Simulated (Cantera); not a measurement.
Input: 1 mol B₂H₆, 1.4 mol H₂, at 1950 K and 0.100 bar.

These are equilibrium values from Cantera (NASA tables, ideal gas, pure condensed phases), not measurements of a reactor. Candidate condensed phases: B; 7 gas species. The feed counts by its element totals alone. The tables' values for BH₂ are old estimates; treat these amounts as uncertain. Rates play no part.

Base state: H₂ 0.996, H 0.00362, BH₂ 0.000347 (mole fractions); condensed: B(s).

Question: What changes in the equilibrium state with this change: temperature from 1950 K to 1550 K?

Answer: 
| species | before | after |
|---|---|---|
| H₂ | 0.996 | 1.000 |
| H | 0.00362 | 9.96e-5 |
| BH₂ | 0.000347 | 1.63e-5 |
| B(s), mol | 2.00 | 2.00 |

Question: What changes in the equilibrium state with this change: temperature from 1950 K to 2273.15 K?

Answer: 
```tsv
species	before	after
H₂	0.996	0.972
H	0.00362	0.0262
BH₂	0.000347	0.00180
B	5.67e-7	7.22e-5
BH	4.95e-7	2.13e-5
BH₃	9.86e-6	2.01e-5
B(s), mol	2.00	1.99
```
Gases not in the tables: B₂H₆ and higher boranes.

Question: What changes in the equilibrium state with this change: temperature from 1950 K to 1673.15 K?

Answer: 
```tsv
species	before	after
H₂	0.996	1.000
H	0.00362	0.000361
BH₂	0.000347	4.91e-5
B(s), mol	2.00	2.00
```
